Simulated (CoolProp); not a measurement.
Acetone at several states: density (kg/m³) from the reference equation and from simpler models built on Tc = 235.0 °C, pc = 4.692 MPa, ω = 0.307; each cubic takes its own stable root.

Model: reference Helmholtz-energy equation of state, Lemmon 2006, in CoolProp. It is a short technical equation, of lower accuracy than the large ones.

```json
[
 {"T (°C)": "194.15", "p (MPa)": "0.0209", "phase": "gas", "reference": "0.3132"},
 {"T (°C)": "245.85", "p (MPa)": "6.58", "phase": "supercritical", "reference": "409.3"},
 {"T (°C)": "89.35", "p (MPa)": "0.0107", "phase": "gas", "reference": "0.2069"},
 {"T (°C)": "238.45", "p (MPa)": "12.4", "phase": "supercritical", "reference": "516.6"},
 {"T (°C)": "234.85", "p (MPa)": "19.8", "phase": "liquid", "reference": "562.7"}
]
```

**Question.** How far does each simpler model (van der Waals, Redlich-Kwong, Soave-Redlich-Kwong, Peng-Robinson) lie from the reference over these 5 states: mean and median of the absolute difference, and the worst?

**Answer.** 
- van der Waals: mean 22.9 %, median 37.4 %, worst -38.6 % at 238.45 °C and 12.4 MPa
- Redlich-Kwong: mean 14.7 %, median 21.6 %, worst -27.9 % at 245.85 °C and 6.58 MPa
- Soave-Redlich-Kwong: mean 15.2 %, median 21.6 %, worst -30.2 % at 245.85 °C and 6.58 MPa
- Peng-Robinson: mean 10.4 %, median 12.7 %, worst -23.5 % at 245.85 °C and 6.58 MPa
